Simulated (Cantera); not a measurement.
An isothermal, constant-pressure homogeneous reactor starts with C2H6 : N2 = 1 : 1.3 (molar parts), at 1875 K and 870 Pa.

Model: GRI-Mech 3.0 (53 species, 325 reactions), integrated in Cantera. GRI-Mech 3.0 stops at C3 and has no aromatics, soot or wall deposition, so with more carbon than oxygen in the feed, carbon stays in small species such as C2H2 where larger ones or solid carbon would form. Radical loss at walls, strong at low pressure, is not modelled.

Question: Predict: x(C2H) at 40.0 s; x(H2) at 40.0 s; x(C2H4) at 40.0 s; x(HCN) at 40.0 s.

Answer: 
| Quantity | Result |
|---|---|
| x(C2H) at 40.0 s | 2.87e-5 (gas-phase equilibrium 2.07e-5) |
| x(H2) at 40.0 s | 0.462 (gas-phase equilibrium 0.462) |
| x(C2H4) at 40.0 s | 1.31e-5 (gas-phase equilibrium 9.51e-6) |
| x(HCN) at 40.0 s | 0.000105 (gas-phase equilibrium 0.128) |
